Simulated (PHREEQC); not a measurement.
Consider water at 25 °C with 0.0097 mol FeCl3, 0.0012 mol ZnCl2, 4.3e-05 mol NaF, 0.0011 mol NaCl and 0.00073 mol HBr per kg of water. Closed to the air; pH follows from the charge balance.

Equilibrium calculation in PHREEQC: ion-association model, phreeqc.dat.

Task: The ionic strength comes out as 0.0537 mol/kgw. What activity coefficients do Fe+3, Na+, Fe3(OH)4+5, H+, ZnCl+ get?

Result: Fe+3 0.23, Na+ 0.82, Fe3(OH)4+5 0.0064, H+ 0.85, ZnCl+ 0.81.

This is a speciation only: nothing precipitates in the calculation. The solution is supersaturated, for example in Hematite (slow to form), Goethite (slow to form), so a real one may precipitate; this is no full list. Fluoro complexes past AlF4- and FeF3 are missing from the database.
